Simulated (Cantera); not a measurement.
A Cantera script and what it prints.

```python
import numpy as np
import cantera as ct

gas_names = """
    F FO FO2 F2 F2O N NF NF2 NF3 NO NO2 NO3 N2 N2O O O2 O3 Si SiF SiF2 SiF3 SiF4 SiN SiO SiO2 Si2 Si2N
    Si3
""".split()
cond_names = """
    Si(cr) Si(L) SiO2(Lqz) SiO2(hqz) SiO2(L) Si2N2O(s) Si3N4(a)
""".split()


# ... load() reads the species with a 1 bar reference pressure and builds the phases ...
atoms = {
    'Si3N4': {'Si': 3, 'N': 4},
    'O2': {'O': 2},
    'N2': {'N': 2},
    'F2': {'F': 2},
}
top_T = {'Si2N2O(s)': 2100, 'Si3N4(a)': 2400}  # K; cautious upper limits of use, not melting points


# ... equilibrate(T, P, feed) seeds the gas with the atoms and calls Mixture.equilibrate('TP', solver="vcs", rtol=1e-11, max_steps=5000) ...
results = []
feed = {'Si3N4': 1, 'O2': 6.1, 'N2': 21, 'F2': 3}  # mol
P = 1000  # Pa
for T in [1898, 1923, 1948, 1973, 1998, 2023, 2048, 2073, 2098, 2123, 2148]:
    mix = equilibrate(T, P, feed)
    results.append((T, P, feed, dict(zip(mix.species_names, mix.species_moles))))

top = {s: max(r[3][s] / sum(r[3][g] for g in gas_names) for r in results) for s in gas_names}
cols = sorted((s for s in top if top[s] > 1e-06), key=lambda s: -top[s])[:5]
seen = [c for c in cond_names if any(r[3].get(c, 0) > 1e-12 for r in results)]
print("log10 of partial pressures in bar; condensed amounts in mol")
print(f"{'T/K':>10s}" + "".join(f"{s[:9]:>10s}" for s in cols + seen))
for T, P, feed, n in results:
    ng = sum(n[g] for g in gas_names)
    print(f"{T:10.4g}" + "".join(f"{np.log10(max(n[s] / ng * P / 1e5, 1e-99)):10.3f}" for s in cols)
          + "".join(f"{n.get(c, 0):10.4g}" for c in seen))
```

Result:

```
log10 of partial pressures in bar; condensed amounts in mol
       T/K        N2        O2      SiF4        NO         O   SiO2(L)
      1898    -2.104    -2.810    -3.289    -4.310    -4.938       1.5
      1923    -2.104    -2.811    -3.290    -4.278    -4.847       1.5
      1948    -2.104    -2.812    -3.290    -4.247    -4.758       1.5
      1973    -2.104    -2.813    -3.291    -4.217    -4.672     1.499
      1998    -2.105    -2.815    -3.292    -4.187    -4.588     1.498
      2023    -2.105    -2.816    -3.293    -4.159    -4.507     1.497
      2048    -2.105    -2.818    -3.294    -4.131    -4.427     1.494
      2073    -2.106    -2.820    -3.296    -4.104    -4.349     1.489
      2098    -2.106    -2.822    -3.298    -4.078    -4.274     1.482
      2123    -2.107    -2.824    -3.300    -4.052    -4.200     1.471
      2148    -2.108    -2.826    -3.303    -4.028    -4.128     1.452
```

Method: chemical equilibrium by Gibbs-energy minimisation in Cantera with the NASA 1993 tables (ideal gas, pure condensed phases). The tables' values for SiF3, SiO2, SiF2 are old estimates; treat these amounts as uncertain. The tables hold silica as quartz up to 1696 K and as liquid above; real silica turns to tridymite and cristobalite and melts near 1996 K.
